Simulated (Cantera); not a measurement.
## Transport properties of process gases

Gas mixture: 27.0 % CO₂, 73.0 % N₂O, at 0.0263 atm, frozen composition.

Cantera's kinetic-theory transport with the Lennard-Jones parameters of GRI-Mech 3.0, ideal gas; thermal conductivity in the multicomponent form. The composition is frozen, though it would react at the higher temperatures.

```tsv
T (K)	ρ (kg/m³)	cp (J/kg/K)	μ (µPa s)	λ (mW/m/K)	Pr	D (cm²/s) H₂O	D (cm²/s) NH₃	D (cm²/s) NO
400	0.0353	961.6	19.5	25.3	0.743	11.0	10.7	9.84
600	0.0235	1094	27.5	40.5	0.742	24.2	23.3	20.1
800	0.0176	1185	34.3	54.9	0.740	41.4	39.6	32.9
1000	0.0141	1249	40.3	68.2	0.738	62.0	59.0	48.0
1200	0.0118	1290	45.8	80.2	0.736	85.7	81.3	65.2
1400	0.0101	1323	50.9	91.6	0.735	112	106	84.4
```
D: mixture-averaged diffusion coefficient of that species in the mixture.
